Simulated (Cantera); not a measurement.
Input (Python, Cantera) and output of one run.

```python
import numpy as np
import cantera as ct

gas_names = """
    AL ALCL ALCL2 ALCL3 ALN AL2 AL2CL6 CL CL2 N N2
""".split()
cond_names = """
    AL(cr) AL(L) ALCL3(s) ALCL3(L) ALN(s)
""".split()


# ... load() reads the species with a 1 bar reference pressure and builds the phases ...
atoms = {
    'Al': {'AL': 1},
    'Cl2': {'CL': 2},
    'N2': {'N': 2},
}
top_T = {'ALN(s)': 2750}  # K; cautious upper limits of use, not melting points


# ... equilibrate(T, P, feed) seeds the gas with the atoms and calls Mixture.equilibrate('TP', solver="vcs", rtol=1e-11, max_steps=5000) ...
results = []
feed = {'Al': 1, 'Cl2': 2.2, 'N2': 2.6}  # mol
T = 1200  # K
P = 2.3  # Pa
mix = equilibrate(T, P, feed)
results.append((T, P, feed, dict(zip(mix.species_names, mix.species_moles))))
x = sorted(zip(gas.X, gas.species_names), reverse=True)
print(f"T = {T:g} K  P = {P:g} Pa  gas = {mix.phase_moles(0):.4g} mol")
print("   x: " + "  ".join(f"{s} {v:.3e}" for v, s in x if v > 1e-06))
print("   condensed (mol): " + ("  ".join(f"{mix.phase(i).name} {mix.phase_moles(i):.4g}"
      for i in range(1, mix.n_phases) if mix.phase_moles(i) > 1e-12) or "none"))
```

It prints:

```
T = 1200 K  P = 2.3 Pa  gas = 4.792 mol
   x: N2 5.426e-01  ALCL3 2.087e-01  CL 2.053e-01  CL2 4.341e-02
   condensed (mol): none
```

Method: chemical equilibrium by Gibbs-energy minimisation in Cantera with the NASA 1993 tables (ideal gas, pure condensed phases).
